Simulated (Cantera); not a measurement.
Input (Python, Cantera) and output of one run.

```python
import numpy as np
import cantera as ct

gas_names = """
    CL CL2 H HCL H2 N NH NH2 NH3 N2 N2H2 N2H4 Si SiCL SiCL2 SiCL3 SiCL4 SiH SiHCL3 SiH2 SiH2CL2 SiH3
    SiH3CL SiH4 SiN Si2 Si2N Si3
""".split()
cond_names = """
    NH4CL(a) NH4CL(b) Si(cr) Si(L) Si3N4(a)
""".split()


# ... load() reads the species with a 1 bar reference pressure and builds the phases ...
atoms = {
    'SiCl4': {'Si': 1, 'CL': 4},
    'HCl': {'H': 1, 'CL': 1},
    'N2': {'N': 2},
}
top_T = {'Si3N4(a)': 2400}  # K; cautious upper limits of use, not melting points


# ... equilibrate(T, P, feed) seeds the gas with the atoms and calls Mixture.equilibrate('TP', solver="vcs", rtol=1e-11, max_steps=5000) ...
results = []
T = 1000  # K
P = 1000  # Pa
for m in [14, 33, 52, 71, 89, 110, 130, 150, 160, 180, 200, 220]:
    feed = {'SiCl4': 1, 'HCl': 0.25, 'N2': m}  # mol
    mix = equilibrate(T, P, feed)
    results.append((T, P, feed, dict(zip(mix.species_names, mix.species_moles))))

top = {s: max(r[3][s] / sum(r[3][g] for g in gas_names) for r in results) for s in gas_names}
cols = sorted((s for s in top if top[s] > 1e-05), key=lambda s: -top[s])[:5]
seen = [c for c in cond_names if any(r[3].get(c, 0) > 1e-12 for r in results)]
print("log10 of partial pressures in bar; condensed amounts in mol")
print(f"{'n(N2)':>10s}" + "".join(f"{s[:9]:>10s}" for s in cols + seen))
for T, P, feed, n in results:
    ng = sum(n[g] for g in gas_names)
    print(f"{feed['N2']:10.4g}" + "".join(f"{np.log10(max(n[s] / ng * P / 1e5, 1e-99)):10.3f}" for s in cols)
          + "".join(f"{n.get(c, 0):10.4g}" for c in seen))
```

Output:

```
log10 of partial pressures in bar; condensed amounts in mol
     n(N2)        N2     SiCL4       HCL
        14    -2.037    -3.183    -3.785
        33    -2.016    -3.535    -4.137
        52    -2.010    -3.726    -4.328
        71    -2.008    -3.859    -4.461
        89    -2.006    -3.955    -4.558
       110    -2.005    -4.046    -4.648
       130    -2.004    -4.118    -4.720
       150    -2.004    -4.180    -4.782
       160    -2.003    -4.208    -4.810
       180    -2.003    -4.258    -4.860
       200    -2.003    -4.304    -4.906
       220    -2.002    -4.345    -4.947
```

Cantera equilibrium calculation (NASA polynomials, part measured and part estimated; ideal gas, pure solids and liquids).
